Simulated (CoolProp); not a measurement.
Saturation properties of methane.

Values from CoolProp's reference Helmholtz-energy equation of state, Setzmann 1991.

```
T (°C)   p (MPa)  liquid density (kg/m³)  vapour density (kg/m³)  liquid cp (kJ/(kg K))  liquid conductivity (mW/(m K))
-------  -------  ----------------------  ----------------------  ---------------------  ------------------------------
-164.45  0.07880                   426.7                   1.442                  3.460                             188
-156.75   0.1471                   415.4                   2.559                  3.518                             177
-149.05   0.2534                   403.5                   4.229                  3.590                             166
-141.25   0.4110                   390.9                   6.647                  3.683                             155
-133.55   0.6280                       …                   9.951                  3.805                             144
-125.75   0.9227                   363.0                   14.49                  3.976                             133
-118.05    1.301                   347.3                   20.51                  4.218                             122
-110.35    1.778                   329.6                   28.62                  4.593                             111
-102.55    2.379                       …                   40.00                  5.255                            99.7
-94.85     3.105                   283.1                   56.54                      …                            88.2
```

Some entries are withheld; supply them.


- -133.55, liquid density (kg/m³): 377.6
- -102.55, liquid density (kg/m³): 308.8
- -94.85, liquid cp (kJ/(kg K)): 6.699

It boils at -161.5 °C under 1 atm.

Thermal conductivity comes from a separate model (Friend 1989).
